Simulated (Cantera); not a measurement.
What does this Cantera script print?

```python
import numpy as np
import cantera as ct

gas_names = """
    B BH BH2 BH3 BN BO BO2 B2 B2O B2O2 B2O3 B3O3H3 H HBO HBO2 HNO HNO2 HNO3 HO2 H2 H2O H2O2 H3B3O6 N NH
    NH2 NH3 NH2OH NO NO2 NO3 N2 N2H2 N2H4 N2O O OH O2 O3
""".split()
cond_names = """
    B(b) B(L) BN(s) B2O3(L) B3O3H3(cr) H2O(s) H2O(L)
""".split()


def load(file, names, dense=False):
    # The tables refer to 1 bar. Condensed volumes are neglected.
    table = {s.name: s for s in ct.Species.list_from_file(file)}
    out = []
    for n in names:
        d = dict(table[n].input_data)
        d["thermo"] = dict(d["thermo"], **{"reference-pressure": 1e5})
        if dense:
            d["equation-of-state"] = {"model": "constant-volume", "density": "1e6 g/cm^3"}
        out.append(ct.Species.from_dict(d))
    return out


gas = ct.Solution(thermo="ideal-gas", species=load("nasa_gas.yaml", gas_names))
cond = {s.name: ct.Solution(thermo="fixed-stoichiometry", species=[s], name=s.name)
        for s in load("nasa_condensed.yaml", cond_names, dense=True)}
atoms = {
    'borazine': {'B': 3, 'N': 3, 'H': 6},
    'O2': {'O': 2},
}
top_T = {'BN(s)': 3200}  # K; cautious upper limits of use, not melting points


def equilibrate(T, P, feed):
    n = {}
    for name, mol in feed.items():
        for a, k in atoms[name].items():
            n[a] = n.get(a, 0.0) + k * mol
    gas.TPX = T, P, n
    mass = sum(n.values()) * gas.mean_molecular_weight
    gas.equilibrate("TP")
    valid = [c for c in cond.values() if c.min_temp <= T <= top_T.get(c.name, c.max_temp)]
    mix = ct.Mixture([(gas, mass / gas.mean_molecular_weight)] + [(c, 0.0) for c in valid])
    mix.T, mix.P = T, P
    mix.equilibrate("TP", solver="vcs", rtol=1e-11, max_steps=5000)
    return mix


results = []
feed = {'borazine': 1, 'O2': 0.066}  # mol
for P in [10, 37, 140, 520, 1900, 7200, 27000, 100000]:
    for T in [823, 923, 1023, 1123, 1223, 1323, 1423, 1523, 1623, 1723, 1823, 1923, 2023]:
        mix = equilibrate(T, P, feed)
        results.append((T, P, feed, dict(zip(mix.species_names, mix.species_moles))))

for T, P, feed, n in results:
    print(f"{T:7g} {P:10.4g}  " + (" + ".join(c for c in cond_names if n.get(c, 0) > 1e-12) or "gas only"))
```

Result:

```
    823         10  BN(s) + B2O3(L)
    923         10  BN(s) + B2O3(L)
   1023         10  BN(s) + B2O3(L)
   1123         10  BN(s) + B2O3(L)
   1223         10  BN(s) + B2O3(L)
   1323         10  BN(s) + B2O3(L)
   1423         10  BN(s)
   1523         10  BN(s)
   1623         10  BN(s)
   1723         10  BN(s)
   1823         10  B(b) + BN(s)
   1923         10  B(b)
   2023         10  B(b)
    823         37  BN(s) + B2O3(L)
    923         37  BN(s) + B2O3(L)
   1023         37  BN(s) + B2O3(L)
   1123         37  BN(s) + B2O3(L)
   1223         37  BN(s) + B2O3(L)
   1323         37  BN(s) + B2O3(L)
   1423         37  BN(s)
   1523         37  BN(s)
   1623         37  BN(s)
   1723         37  BN(s)
   1823         37  BN(s)
   1923         37  B(b) + BN(s)
   2023         37  B(b)
    823        140  BN(s) + B2O3(L)
    923        140  BN(s) + B2O3(L)
   1023        140  BN(s) + B2O3(L)
   1123        140  BN(s) + B2O3(L)
   1223        140  BN(s) + B2O3(L)
   1323        140  BN(s) + B2O3(L)
   1423        140  BN(s) + B2O3(L)
   1523        140  BN(s)
   1623        140  BN(s)
   1723        140  BN(s)
   1823        140  BN(s)
   1923        140  B(b) + BN(s)
   2023        140  B(b) + BN(s)
    823        520  BN(s) + B2O3(L)
    923        520  BN(s) + B2O3(L)
   1023        520  BN(s) + B2O3(L)
   1123        520  BN(s) + B2O3(L)
   1223        520  BN(s) + B2O3(L)
   1323        520  BN(s) + B2O3(L)
   1423        520  BN(s) + B2O3(L)
   1523        520  BN(s)
   1623        520  BN(s)
   1723        520  BN(s)
   1823        520  BN(s)
   1923        520  BN(s)
   2023        520  B(b) + BN(s)
    823       1900  BN(s) + B2O3(L)
    923       1900  BN(s) + B2O3(L)
   1023       1900  BN(s) + B2O3(L)
   1123       1900  BN(s) + B2O3(L)
   1223       1900  BN(s) + B2O3(L)
   1323       1900  BN(s) + B2O3(L)
   1423       1900  BN(s) + B2O3(L)
   1523       1900  BN(s) + B2O3(L)
   1623       1900  BN(s)
   1723       1900  BN(s)
   1823       1900  BN(s)
   1923       1900  BN(s)
   2023       1900  BN(s)
    823       7200  BN(s) + B2O3(L)
    923       7200  BN(s) + B2O3(L)
   1023       7200  BN(s) + B2O3(L)
   1123       7200  BN(s) + B2O3(L)
   1223       7200  BN(s) + B2O3(L)
   1323       7200  BN(s) + B2O3(L)
   1423       7200  BN(s) + B2O3(L)
   1523       7200  BN(s) + B2O3(L)
   1623       7200  BN(s) + B2O3(L)
   1723       7200  BN(s)
   1823       7200  BN(s)
   1923       7200  BN(s)
   2023       7200  BN(s)
    823    2.7e+04  BN(s) + B2O3(L)
    923    2.7e+04  BN(s) + B2O3(L)
   1023    2.7e+04  BN(s) + B2O3(L)
   1123    2.7e+04  BN(s) + B2O3(L)
   1223    2.7e+04  BN(s) + B2O3(L)
   1323    2.7e+04  BN(s) + B2O3(L)
   1423    2.7e+04  BN(s) + B2O3(L)
   1523    2.7e+04  BN(s) + B2O3(L)
   1623    2.7e+04  BN(s) + B2O3(L)
   1723    2.7e+04  BN(s)
   1823    2.7e+04  BN(s)
   1923    2.7e+04  BN(s)
   2023    2.7e+04  BN(s)
    823      1e+05  BN(s) + B2O3(L)
    923      1e+05  BN(s) + B2O3(L)
   1023      1e+05  BN(s) + B2O3(L)
   1123      1e+05  BN(s) + B2O3(L)
   1223      1e+05  BN(s) + B2O3(L)
   1323      1e+05  BN(s) + B2O3(L)
   1423      1e+05  BN(s) + B2O3(L)
   1523      1e+05  BN(s) + B2O3(L)
   1623      1e+05  BN(s) + B2O3(L)
   1723      1e+05  BN(s) + B2O3(L)
   1823      1e+05  BN(s)
   1923      1e+05  BN(s)
   2023      1e+05  BN(s)
```

Cantera equilibrium calculation (NASA polynomials, part measured and part estimated; ideal gas, pure solids and liquids). The feed counts by its element totals alone. Mutual solubility and eutectic melting of coexisting phases are not modelled.
